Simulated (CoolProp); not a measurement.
Vapour-liquid equilibrium of R22 (1) + R134a (2) at 0.123 MPa; x and y are mole fractions of (1).

Computed with CoolProp (multi-fluid Helmholtz-energy mixture model, Kamei 1995 and Tillner-Roth 1994; pair parameters Bell 2016).

Question: Give the bubble temperature and the first vapour's composition at x = 0.05, 0.2, 0.8. Is there an azeotrope?

Answer: x = 0.05: -23.0 °C, y = 0.099; x = 0.2: -26.3 °C, y = 0.337; x = 0.8: -34.6 °C, y = 0.875. No azeotrope shows between x = 0.05 and 0.95.

The pair parameters rest on a limited set of measurements; away from them the model extrapolates.
